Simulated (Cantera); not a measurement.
Input (Python, Cantera):

```python
import numpy as np
import cantera as ct

gas = ct.Solution("SiF4_NH3_mec.yaml", "gas")
gas.TPX = 1800, 9700, {'NH3': 1, 'H2': 5.7}
reactor = ct.IdealGasConstPressureReactor(gas, energy="off", clone=False)
net = ct.ReactorNet([reactor])
net.rtol, net.atol = 1e-08, 1e-18
show = ['NH3', 'H2', 'H', 'N2', 'N2H2', 'NH', 'N']
times = np.geomspace(6e-05, 80, 13)

steps = ct.SolutionArray(gas, extra=["t"])
rows = []
print(f"{'t/s':>10s}{'T/K':>9s}{'P/Pa':>11s}" + "".join(f"{s:>11s}" for s in show))
for t in times:
    while net.time < t:
        t_next = net.step()
        steps.append(gas.state, t=t_next)
    rows.append([np.interp(t, steps.t, y) for y in (steps.T, steps.P, *steps(*show).X.T)])
    print(f"{t:10.3e}{rows[-1][0]:9.1f}{rows[-1][1]:11.4g}" + "".join(f"{x:11.3e}" for x in rows[-1][2:]))
rate = np.gradient(steps.T, steps.t)
print("integrator steps:", len(steps.t))
if steps.T.max() > steps.T[0] + 200:
    print(f"time of steepest temperature rise: {steps.t[rate.argmax()]:.4e} s")
gas.TPX = 1800, 9700, {'NH3': 1, 'H2': 5.7}
gas.equilibrate("TP")
print(f"equilibrium (TP): T = {gas.T:.1f} K  " + "  ".join(f"{s} {gas[s].X[0]:.3e}" for s in show))
```

Result:

```
       t/s      T/K       P/Pa        NH3         H2          H         N2       N2H2         NH          N
 6.000e-05   1800.0       9700  1.493e-01  8.507e-01  1.136e-06  1.102e-13  1.074e-12  3.102e-11  7.197e-15
 1.943e-04   1800.0       9700  1.493e-01  8.507e-01  3.695e-06  1.691e-11  1.683e-11  3.502e-10  3.010e-13
 6.295e-04   1800.0       9700  1.492e-01  8.507e-01  1.198e-05  1.433e-09  2.103e-10  3.755e-09  1.089e-11
 2.039e-03   1800.0       9700  1.492e-01  8.507e-01  3.874e-05  7.693e-08  2.564e-09  3.947e-08  3.743e-10
 6.604e-03   1800.0       9700  1.492e-01  8.506e-01  1.223e-04  3.689e-06  3.382e-08  3.924e-07  1.170e-08
 2.139e-02   1800.0       9700  1.488e-01  8.507e-01  2.677e-04  1.241e-04  2.196e-07  1.858e-06  1.200e-07
 6.928e-02   1800.0       9700  1.471e-01  8.516e-01  2.858e-04  8.672e-04  2.512e-07  2.088e-06  1.436e-07
 2.244e-01   1800.0       9700  1.416e-01  8.547e-01  2.904e-04  3.242e-03  2.395e-07  2.062e-06  1.437e-07
 7.268e-01   1800.0       9700  1.256e-01  8.637e-01  3.051e-04  1.022e-02  2.060e-07  1.979e-06  1.437e-07
 2.354e+00   1800.0       9700  8.694e-02  8.856e-01  3.520e-04  2.706e-02  1.301e-07  1.740e-06  1.428e-07
 7.625e+00   1800.0       9700  3.063e-02  9.172e-01  5.060e-04  5.157e-02  3.592e-08  1.187e-06  1.364e-07
 2.470e+01   1800.0       9700  2.503e-03  9.327e-01  9.957e-04  6.381e-02  1.256e-09  3.651e-07  8.167e-08
 8.000e+01   1800.0       9700  2.870e-04  9.338e-01  1.115e-03  6.477e-02  2.188e-11  5.245e-08  1.314e-08
integrator steps: 1094
equilibrium (TP): T = 1800.0 K  NH3 6.458e-07  H2 9.340e-01  H 1.118e-03  N2 6.490e-02  N2H2 4.339e-15  NH 1.186e-10  N 2.980e-11
```

Cantera simulation using the gas-phase N/H chemistry of the illustrative SiF4/NH3 mechanism in the Surface Chemkin manual (1991); the numbers are that mechanism's predictions, not measurements. Walls and surfaces, which speed up NH3 decomposition in real reactors, are not modelled.
